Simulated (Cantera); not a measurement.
## Stirred combustor or abatement burner

A perfectly stirred reactor is fed with 4.52 % CH4, 0.222 % C2H6, 4.25 % C3H8, 18.3 % O2, 68.8 % N2, 3.67 % H2O, 0.276 % H2, at 95000 Pa; it is adiabatic with a 373 K inlet, and is followed from long to short residence time, starting on the burning branch (τ in s: 0.15, 0.063, 0.026, 0.011, 0.0046, 0.0019, 0.0008, 0.00033, 0.00014, 5.8e-05, 2.4e-05).

Model: GRI-Mech 3.0 (53 species, 325 reactions), integrated in Cantera. GRI-Mech 3.0 was tuned for natural gas; its chemistry of propane as a main component is partial and can be far from experiment.

```csv
τ (s),T (K),x CH4,x C2H6,x C3H8,x HCO,x H2O,x HCN
0.15,1831,0.00341,2.71e-6,1.34e-6,4.13e-8,0.163,3.54e-5
0.063,1831,0.00395,5.50e-6,2.91e-6,7.68e-8,0.166,4.16e-5
0.026,1828,0.00442,1.09e-5,6.38e-6,1.57e-7,0.169,4.70e-5
0.011,1818,0.00487,2.12e-5,1.38e-5,3.33e-7,0.171,4.86e-5
0.0046,1796,0.00552,4.35e-5,3.14e-5,7.35e-7,0.172,4.23e-5
0.0019,1744,0.00705,0.000113,8.64e-5,1.70e-6,0.171,2.30e-5
0.00080,373,0.0452,0.00222,0.0425,<1e-12,0.0367,<1e-12
0.00033,373,0.0452,0.00222,0.0425,<1e-12,0.0367,<1e-12
0.00014,373,0.0452,0.00222,0.0425,<1e-12,0.0367,<1e-12
5.8e-5,373,0.0452,0.00222,0.0425,<1e-12,0.0367,<1e-12
2.4e-5,373,0.0452,0.00222,0.0425,<1e-12,0.0367,<1e-12
```
x: mole fraction; the columns are a selection and need not sum to one.
